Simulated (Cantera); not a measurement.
**Silicon carbide growth: SiF4 + CH4 + H2**

Input: 1 mol SiF4, 0.016 mol CH4, 17 mol H2, held at 2400 °C and 1.20 mbar.

Method: chemical equilibrium by Gibbs-energy minimisation in Cantera with the NASA 1993 tables (ideal gas, pure condensed phases). Candidate condensed phases: C, C6H6, C7H8, C8H18, Si, SiC; 113 gas species. The tables' values for SiF, SiF2, SiF3 are old estimates; treat these amounts as uncertain. The numbers say what is thermodynamically allowed, not how fast it happens.

```
Quantity                                    Value
--------------------------------------  ---------
x(H)                                        0.648
x(H2)                                       0.192
x(HF)                                       0.125
x(Si)                                      0.0270
x(SiF)                                    0.00388
x(SiF2)                                   0.00276
x(F)                                      0.00134
x(C)                                     0.000134
x(SiC2)                                  0.000122
gas amount                              29.46 mol
log10 activity of C(graphite) (absent)      -0.98
log10 activity of Si(l) (absent)            -2.69
```
